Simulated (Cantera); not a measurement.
**Diamond growth**

A diamond (100) surface in a fixed gas of H2 with x(CH4) = 0.016, x(H) = 0.00079, x(CH3) = 4.3e-05, at 1350 K; coverages are run to steady state.

Cantera simulation using the Harris–Goodwin 1993 mechanism for the reconstructed diamond (100) surface; the numbers are that mechanism's predictions, not measurements.

```json
[
 {"P (Pa)": "550", "growth (µm/h)": "0.00371", "θ c6HH": "0.428", "θ c6H*": "0.0501", "θ c6*H": "0.494", "θ c6**": "0.0276"},
 {"P (Pa)": "870", "growth (µm/h)": "0.00850", "θ c6HH": "0.429", "θ c6H*": "0.0501", "θ c6*H": "0.494", "θ c6**": "0.0275"},
 {"P (Pa)": "1400", "growth (µm/h)": "0.0194", "θ c6HH": "0.429", "θ c6H*": "0.0500", "θ c6*H": "0.493", "θ c6**": "0.0275"},
 {"P (Pa)": "2200", "growth (µm/h)": "0.0407", "θ c6HH": "0.429", "θ c6H*": "0.0500", "θ c6*H": "0.493", "θ c6**": "0.0275"},
 {"P (Pa)": "3500", "growth (µm/h)": "0.0830", "θ c6HH": "0.429", "θ c6H*": "0.0500", "θ c6*H": "0.493", "θ c6**": "0.0274"},
 {"P (Pa)": "5600", "growth (µm/h)": "0.163", "θ c6HH": "0.429", "θ c6H*": "0.0500", "θ c6*H": "0.493", "θ c6**": "0.0274"},
 {"P (Pa)": "8800", "growth (µm/h)": "0.302", "θ c6HH": "0.429", "θ c6H*": "0.0500", "θ c6*H": "0.493", "θ c6**": "0.0274"},
 {"P (Pa)": "14000", "growth (µm/h)": "0.553", "θ c6HH": "0.429", "θ c6H*": "0.0500", "θ c6*H": "0.493", "θ c6**": "0.0274"}
]
```
θ: site fractions in the mechanism's names (c6HH fully hydrogenated, c6H* and c6*H radical sites, c6** diradical, c6HM methylated).
